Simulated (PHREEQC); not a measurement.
A solution holds 0.035 mol/kgw NaHCO3 and 8.9e-05 mol/kgw K2HPO4, at 45 °C. Closed to the air; pH follows from the charge balance.

Computed with PHREEQC (ion-association model, phreeqc.dat).

Question: The ionic strength comes out as 0.0349 mol/kgw. What activity coefficients do CO3-2, HCO3-, H2PO4-, K+, NaCO3- get?

Answer: CO3-2 0.51, HCO3- 0.84, H2PO4- 0.84, K+ 0.83, NaCO3- 0.84.

No solid was allowed to form. Complexes and solids missing from the database can't appear. Constants without temperature data keep their 25 °C values here.
